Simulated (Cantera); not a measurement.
Charge: 1 mol BN, 14 mol NF3, 37 mol H2, at 850 K and 5.70 Torr.

Cantera equilibrium calculation (NASA polynomials, part measured and part estimated; ideal gas, pure solids and liquids). Candidate condensed phases: B, BN; 31 gas species. The numbers say what is thermodynamically allowed, not how fast it happens.

Task: What is the equilibrium state?

Result: 
```
Property                            Result
-------------------------------  ---------
x(HF)                                0.600
x(H2)                                0.269
x(N2)                                0.115
x(BF3)                              0.0154
gas amount                       65.00 mol
log10 activity of B(s) (absent)     -16.45
```
